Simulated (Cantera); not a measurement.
## Silicon nitride deposition: SiH4 + NH3 + H2

Input: 1 mol SiH4, 0.16 mol NH3, 2.6 mol H2.

Cantera equilibrium calculation (NASA polynomials, part measured and part estimated; ideal gas, pure solids and liquids). Candidate condensed phases: Si, Si3N4; 18 gas species. Kinetics and transport are ignored.

### Question
Map the stable condensed phases over T = 1875, 1900, 1925, 1950, 1975, 2000, 2025, 2050, 2075, 2100 K and P in Pa = 5, 17, 59, 210, 710, 2400, 8400, 29000, 100000.

### Answer
```
T in K \ P in Pa
              5     17     59    210    710   2400   8400  29000 100000
   2100       A      A      A      B      B      B      B      B      B
   2075       A      A      A      B      B      B      B      B      B
   2050       A      A      B      B      B      B      B      B      B
   2025       A      A      B      B      B      B      B      B      B
   2000       A      A      B      B      B      B      B      B      B
   1975       A      A      B      B      B      B      B      B      B
   1950       A      B      B      B      B      B      B      B      B
   1925       A      B      B      B      B      B      B      B      B
   1900       A      B      B      B      B      B      B      B      B
   1875       A      B      B      B      B      B      B      B      B
```
A: gas only; B: Si.
